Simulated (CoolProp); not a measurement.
Tetrahydrofuran along the isotherm 505.1 K: density (kg/m³) from the reference equation and from simpler models built on Tc = 540.2 K, pc = 5.304 MPa, ω = 0.234; each cubic takes its own stable root.

Computed with CoolProp (reference Helmholtz-energy equation of state, Fiedler 2023).

| p (MPa) | phase | reference | van der Waals | Redlich-Kwong | Soave-Redlich-Kwong | Peng-Robinson |
|---|---|---|---|---|---|---|
| 0.0419 | gas | 0.7218 | 0.7214 | 0.7218 | 0.7218 | 0.7221 |
| 0.0746 | gas | 1.288 | 1.287 | 1.288 | 1.289 | 1.289 |
| 0.133 | gas | 2.308 | 2.304 | 2.308 | 2.308 | 2.311 |
| 0.236 | gas | 4.130 | 4.117 | 4.129 | 4.131 | 4.139 |
| 0.419 | gas | 7.449 | 7.403 | 7.442 | 7.449 | 7.474 |
| 0.746 | gas | 13.66 | 13.50 | 13.63 | 13.66 | 13.74 |
| 1.33 | gas | 25.86 | 25.24 | 25.72 | 25.82 | 26.12 |
| 2.36 | gas | 52.79 | 49.69 | 51.78 | 52.31 | 53.50 |
| 4.19 | liquid | 587.1 | 352.2 | 471.3 | 493.7 | 556.5 |
| 7.46 | liquid | 615.2 | 404.1 | 524.1 | 538.1 | 604.6 |
| 13.3 | liquid | 646.5 | 443.4 | 575.4 | 584.9 | 655.7 |
